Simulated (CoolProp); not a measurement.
Computed with CoolProp (reference Helmholtz-energy equation of state, Zhou 2011).

Q: For dimethyl carbonate, give the phase and the cp (kJ/(kg K)), isothermal compressibility (1/MPa), expansivity (1/kK) at 600 K and 46.9 bar; 600 K and 73.6 bar.

A: 
- 600 K and 46.9 bar: gas; cp 2.32, isothermal compressibility 0.335, expansivity 5.74
- 600 K and 73.6 bar: supercritical; cp 3.87, isothermal compressibility 0.307, expansivity 17.2
